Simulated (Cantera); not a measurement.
An isothermal, constant-pressure homogeneous reactor starts with H2 : O2 = 0.047 : 0.32 (molar parts), at 1100 K and 5.93 Torr.

Detailed kinetics in Cantera: GRI-Mech 3.0 (53 species, 325 reactions). Radical loss at walls, strong at low pressure, is not modelled. The temperature is held fixed by assumption; the heat of reaction is taken as removed at once.

x: mole fraction; the columns are a selection and need not sum to one.

```
t (s)         x H2   x O2       x O    x HO2       x H      x OH
--------  --------  -----  --------  -------  --------  --------
0.000600     0.128  0.872   1.05e-8      ___   1.28e-8   5.61e-9
0.00130      0.128  0.872   3.11e-7      ___   3.61e-7   1.63e-7
0.00282      0.127  0.871  0.000394      ___  0.000460  0.000205
0.00612    0.00553  0.799    0.0489  5.18e-6    0.0409   0.00561
0.0133     0.00353  0.810    0.0430  5.24e-6    0.0289   0.00462
0.0288     0.00238  0.830    0.0274  5.27e-6    0.0148   0.00382
0.0625     0.00103  0.850    0.0114      ___   0.00394   0.00251
0.136     0.000266  0.860   0.00289      ___  0.000499   0.00126
0.294      5.34e-5  0.862  0.000585      ___   4.52e-5  0.000567
0.638      1.13e-5  0.863  0.000126      ___   4.52e-6  0.000264
1.38       2.86e-6  0.863   3.24e-5      ___   5.89e-7  0.000134
3.00       8.54e-7  0.863   9.84e-6      ___   9.89e-8   7.39e-5
```

Q: What belongs in the gaps?

A: 
- 0.000600, x HO2: 4.68e-9
- 0.00130, x HO2: 1.19e-8
- 0.00282, x HO2: 1.60e-6
- 0.0625, x HO2: 4.64e-6
- 0.136, x HO2: 3.02e-6
- 0.294, x HO2: 1.32e-6
- 0.638, x HO2: 4.43e-7
- 1.38, x HO2: 1.42e-7
- 3.00, x HO2: 4.89e-8
